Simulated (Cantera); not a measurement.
# Ignition delay

Mixture: CO : H₂ : CH₄ : O₂ : N₂ : H₂O = 1 : 1.4 : 1.5 : 6.77 : 32.5 : 3.9 (molar parts), at 5.33 atm, adiabatic and at constant pressure. Ignition delay is the time to a rise of 400 K.

Detailed kinetics in Cantera: GRI-Mech 3.0 (53 species, 325 reactions).

```json
[
 {"T0 (K)": "1050", "delay (ms)": "7.05"},
 {"T0 (K)": "1150", "delay (ms)": "1.03"},
 {"T0 (K)": "1250", "delay (ms)": "0.284"},
 {"T0 (K)": "1350", "delay (ms)": "0.116"},
 {"T0 (K)": "1450", "delay (ms)": "0.0567"},
 {"T0 (K)": "1550", "delay (ms)": "0.0308"},
 {"T0 (K)": "1650", "delay (ms)": "0.0181"},
 {"T0 (K)": "1750", "delay (ms)": "0.0114"},
 {"T0 (K)": "1850", "delay (ms)": "0.00774"},
 {"T0 (K)": "1950", "delay (ms)": "0.00576"}
]
```

* **apparent activation energy between 1750 and 1950 K**: 97 kJ/mol
